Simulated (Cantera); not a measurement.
A closed system holds: 1 mol Fe(CO)5, 0.064 mol H2, 9.1 mol N2, at 725 K and 200000 Pa.

Cantera equilibrium calculation (NASA polynomials, part measured and part estimated; ideal gas, pure solids and liquids). Candidate condensed phases: C, C6H6, C7H8, C8H18, Fe, Fe(CO)5, FeO, Fe(OH)2, Fe(OH)3, Fe2O3, Fe3O4, H2O; 140 gas species. Kinetics and transport are ignored.

Base state: N2 0.826, CO2 0.161, CO 0.00745, H2O 0.00427, H2 0.00149, CH4 2.28e-5 (mole fractions); condensed: C(graphite) + Fe3O4(s).

Question: What changes in the equilibrium state with this change: Fe(CO)5 replaced by Hg?

Answer: 
```tsv
species	before	after
N2	0.826	0.895
Hg	0	0.0984
H2	0.00149	0.00629
CO2	0.161	0
CO	0.00745	0
H2O	0.00427	0
C(graphite), mol	3.15	0
Fe3O4(s), mol	0.333	0
```
Further candidate phases: Hg.

Question: What changes in the equilibrium state with this change: temperature from 725 K to 1523.15 K?

Answer: 
| species | before | after |
|---|---|---|
| N2 | 0.826 | 0.643 |
| CO | 0.00745 | 0.353 |
| H2 | 0.00149 | 0.00448 |
| CO2 | 0.161 | 0.000135 |
| HCN | <1e-9 | 6.66e-5 |
| H2O | 0.00427 | 4.61e-6 |
| CH4 | 2.28e-5 | 9.24e-8 |
| C(graphite), mol | 3.15 | 0.00102 |
| Fe3O4(s), mol | 0.333 | 0 |
| Fe(γ), mol | 0 | 1.000 |
Iron dissolves carbon and melts from about 1420 K in contact with it, which pure phases cannot show. Condensed phases not in the tables: cementite and carbon dissolved in iron.
